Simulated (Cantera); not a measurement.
Input: 1 mol borazine, 35 mol H2, 7.6 mol NH3, equilibrated at 1125 K and 10.0 mbar.

These are equilibrium values from Cantera (NASA tables, ideal gas, pure condensed phases), not measurements of a reactor. Candidate condensed phases: B, BN; 15 gas species. The feed counts by its element totals alone. The numbers say what is thermodynamically allowed, not how fast it happens.

Base state: H2 0.929, N2 0.0714 (mole fractions); condensed: BN(s).

Problem. What changes in the equilibrium state with this change: temperature from 1125 K to 1875 K?

Solution. 
| species | before | after |
|---|---|---|
| H2 | 0.929 | 0.922 |
| N2 | 0.0714 | 0.0712 |
| H | 4.28e-7 | 0.00630 |
| BH2 | <1e-9 | 3.01e-5 |
| BN(s), mol | 3.00 | 3.00 |
The tables' values for BH2 are old estimates; treat these amounts as uncertain.
